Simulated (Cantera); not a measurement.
A perfectly stirred reactor is fed with CH4 : C2H6 : O2 : N2 = 1 : 0.12 : 1.42 : 5.35 (molar parts), at 4.93 atm; it is adiabatic with a 475 K inlet, and is followed from long to short residence time, starting on the burning branch (τ in s: 0.29, 0.12, 0.045, 0.018, 0.0069, 0.0027, 0.0011, 0.00041, 0.00016, 6.3e-05, 2.5e-05, 9.6e-06, 3.8e-06).

Detailed kinetics in Cantera: GRI-Mech 3.0 (53 species, 325 reactions).

**Question.** What does this change do: pressure from 4.93 atm to 1.00 atm?

**Answer.** 
```tsv
quantity	before	after
blow-out, bracketed by the residence times tried	burning at 1.10 ms, out at 0.410 ms	burning at 1.10 ms, out at 0.410 ms
x(CH4) at τ = 0.290 s	0.00255	0.00226
x(C2H6) at τ = 0.290 s	6.92e-7	8.55e-7
x(O2) at τ = 0.290 s	6.16e-5	0.000128
x(CH2CO) at τ = 0.290 s	2.45e-6	4.50e-6
x(NO2) at τ = 0.290 s	1.86e-11	5.16e-11
x(CH4) at τ = 1.10 ms	0.0144	0.0119
x(C2H6) at τ = 1.10 ms	0.000132	0.000216
x(O2) at τ = 1.10 ms	0.00739	0.0126
x(CH2CO) at τ = 1.10 ms	0.000202	0.000242
x(NO2) at τ = 1.10 ms	4.11e-10	4.56e-10
```

**Question.** What does this change do: N2 5.35 to 7 parts?

**Answer.** 
```
quantity                                                                       before                               after
------------------------------------------------  -----------------------------------  ----------------------------------
blow-out, bracketed by the residence times tried  burning at 1.10 ms, out at 0.410 ms  burning at 2.70 ms, out at 1.10 ms
x(CH4) at τ = 0.290 s                                                         0.00255                             0.00735
x(C2H6) at τ = 0.290 s                                                        6.92e-7                             6.10e-6
x(O2) at τ = 0.290 s                                                          6.16e-5                            0.000253
x(CH2CO) at τ = 0.290 s                                                       2.45e-6                             1.07e-5
x(NO2) at τ = 0.290 s                                                        1.86e-11                            7.92e-12
x(CH4) at τ = 1.10 ms                                                          0.0144                               0.105
x(C2H6) at τ = 1.10 ms                                                       0.000132                              0.0126
x(O2) at τ = 1.10 ms                                                          0.00739                               0.149
x(CH2CO) at τ = 1.10 ms                                                      0.000202                              <1e-12
x(NO2) at τ = 1.10 ms                                                        4.11e-10                              <1e-12
```

**Question.** What does this change do: 0.23 parts H2 added?

**Answer.** 
```
quantity                                                                       before                                after
------------------------------------------------  -----------------------------------  -----------------------------------
blow-out, bracketed by the residence times tried  burning at 1.10 ms, out at 0.410 ms  burning at 1.10 ms, out at 0.410 ms
x(CH4) at τ = 0.290 s                                                         0.00255                              0.00351
x(C2H6) at τ = 0.290 s                                                        6.92e-7                              1.04e-6
x(O2) at τ = 0.290 s                                                          6.16e-5                              6.96e-5
x(CH2CO) at τ = 0.290 s                                                       2.45e-6                              3.25e-6
x(NO2) at τ = 0.290 s                                                        1.86e-11                             9.74e-12
x(CH4) at τ = 1.10 ms                                                          0.0144                               0.0171
x(C2H6) at τ = 1.10 ms                                                       0.000132                             0.000158
x(O2) at τ = 1.10 ms                                                          0.00739                              0.00792
x(CH2CO) at τ = 1.10 ms                                                      0.000202                             0.000230
x(NO2) at τ = 1.10 ms                                                        4.11e-10                             2.83e-10
```
